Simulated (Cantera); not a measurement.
## Hydrocarbon pyrolysis for carbon deposition

A perfectly stirred reactor is fed with C2H6 : N2 = 1 : 1.2 (molar parts), at 42.0 Torr; it is held at 1448 K, and followed from long to short residence time.

Model: GRI-Mech 3.0 (53 species, 325 reactions), integrated in Cantera. GRI-Mech 3.0 stops at C3 and has no aromatics, soot or wall deposition, so with more carbon than oxygen in the feed, carbon stays in small species such as C2H2 where larger ones or solid carbon would form.

```
τ (s)      x C2H6    x CH2    x HCN    x C2H   x C2H4    x H2
-------  --------  -------  -------  -------  -------  ------
5.5      0.000189  1.82e-8  2.30e-8  4.45e-8  0.00420   0.417
2.2      0.000395  3.23e-8  2.12e-8  5.46e-8  0.00582   0.406
0.92     0.000807  5.51e-8  1.90e-8  6.54e-8  0.00892   0.393
0.38      0.00169  9.33e-8  1.64e-8  7.69e-8   0.0150   0.375
0.16      0.00353  1.55e-7  1.39e-8  8.76e-8   0.0260   0.353
0.065     0.00775  2.60e-7  1.16e-8  9.58e-8   0.0458   0.323
0.027      0.0170  4.33e-7  9.68e-9  9.65e-8   0.0752   0.287
0.011      0.0383  7.26e-7  8.08e-9  8.48e-8    0.111   0.243
0.0045     0.0837  1.15e-6  6.62e-9  6.05e-8    0.137   0.195
0.0019      0.162  1.62e-6  5.30e-9  3.47e-8    0.132   0.146
0.00076     0.271  1.94e-6  4.09e-9  1.53e-8   0.0931  0.0894
```
x: mole fraction; the columns are a selection and need not sum to one.
